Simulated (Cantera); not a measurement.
A closed system holds: 1 mol BN, 1.3 mol HF, 8.2 mol H2, at 1.33 mbar.

These are equilibrium values from Cantera (NASA tables, ideal gas, pure condensed phases), not measurements of a reactor. Candidate condensed phases: B, BN; 31 gas species. The tables' values for BF2 are old estimates; treat these amounts as uncertain. Rates play no part.

Problem. At 1177 °C, list the 4 most abundant gas species with their mole fractions, and the condensed phases.

Solution. H2 0.922, BF3 0.0382, N2 0.0206, HF 0.0163. Condensed: BN(s).
